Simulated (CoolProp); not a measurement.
A Linde-Hampson liquefier for nitrogen: isothermal reversible compression at 200 K from 1 atm to 5 MPa, throttling to 1 atm, return gas leaving the recuperator 10 K below the feed. Each further row changes one setting.

Computed with CoolProp (reference Helmholtz-energy equation of state, Span 2000).

```
case                        liquid yield per pass  compression work (kJ/kg of gas)
--------------------------  ---------------------  -------------------------------
as stated                                   0.045                              225
high pressure 10 MPa                   (withheld)                       (withheld)
warm-end temperature 230 K             (withheld)                       (withheld)
warm-end gap 15 K                      (withheld)                              225
```

Q: What belongs in the gaps?

A: 
- high pressure 10 MPa, liquid yield per pass: 0.120
- high pressure 10 MPa, compression work (kJ/kg of gas): 261
- warm-end temperature 230 K, liquid yield per pass: 0.022
- warm-end temperature 230 K, compression work (kJ/kg of gas): 262
- warm-end gap 15 K, liquid yield per pass: 0.029
